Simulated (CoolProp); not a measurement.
Saturation properties of ammonia (Tc = 132.4 °C, pc = 11.36 MPa, ω = 0.256).

Values from CoolProp's reference Helmholtz-energy equation of state, Gao 2020.

```csv
T (°C),p (MPa),surface tension (mN/m),liquid viscosity (µPa s),liquid conductivity (mW/(m K))
-42.55,0.06238,36.3,291,696
-25.65,0.1469,32.3,230,640
-8.75,0.3057,28.4,187,586
8.25,0.5785,24.4,156,535
25.15,1.007,20.5,132,485
42.05,1.645,16.6,112,438
58.95,2.548,12.9,95.5,392
75.85,3.781,9.43,81.2,348
92.75,5.412,6.13,68.5,304
```

It boils at -33.3 °C under 1 atm.

Viscosity comes from a separate model (Fenghour 1995). Thermal conductivity comes from a separate model (Tufeu 1984). Surface tension comes from a separate correlation (Mulero 2012).
